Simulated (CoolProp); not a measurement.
Values from CoolProp's reference Helmholtz-energy equation of state, Lemmon 2006. It is a short technical equation, of lower accuracy than the large ones.

Give the vapour pressure (MPa), liquid density (kg/m³), liquid cp (kJ/(kg K)) of saturated n-nonane at 68.05, 71.15, 105.35 °C.


```csv
T (°C),p (MPa),liquid density (kg/m³),liquid cp (kJ/(kg K))
68.05,0.00579,680,2.38
71.15,0.00664,677,2.39
105.35,0.0255,649,2.53
```
